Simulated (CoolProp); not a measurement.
Properties of methanol along the isobar 21.2 MPa (Tc = 513.4 K, pc = 8.216 MPa, ω = 0.565).

Model: reference Helmholtz-energy equation of state, de Reuck 1993, in CoolProp.

| T (K) | phase | cv (kJ/(kg K)) | isothermal compressibility (1/MPa) | viscosity (µPa s) | fugacity coefficient |
|---|---|---|---|---|---|
| 472.5 | liquid | 3.070 | 0.004177 | 112 | 0.1799 |
| 482.5 | liquid | 3.117 | 0.004859 | 104 | 0.2084 |
| 492.5 | liquid | 3.163 | 0.005737 | 95.4 | 0.2391 |
| 502.4 | liquid | 3.207 | 0.006876 | 87.7 | 0.2712 |
| 512.4 | liquid | 3.250 | 0.008426 | 80.4 | 0.3053 |
| 522.3 | supercritical | 3.290 | 0.01056 | 73.6 | 0.3402 |
| 532.3 | supercritical | 3.328 | 0.01365 | 67.2 | 0.3762 |
| 542.3 | supercritical | 3.364 | 0.01805 | 61.2 | 0.4125 |
| 552.2 | supercritical | 3.394 | 0.02390 | 55.7 | 0.4481 |
| 562.2 | supercritical | 3.415 | 0.03197 | 50.7 | 0.4833 |
| 572.2 | supercritical | 3.422 | 0.04362 | 46.1 | 0.5168 |

Viscosity comes from a separate model (Xiang 2006).
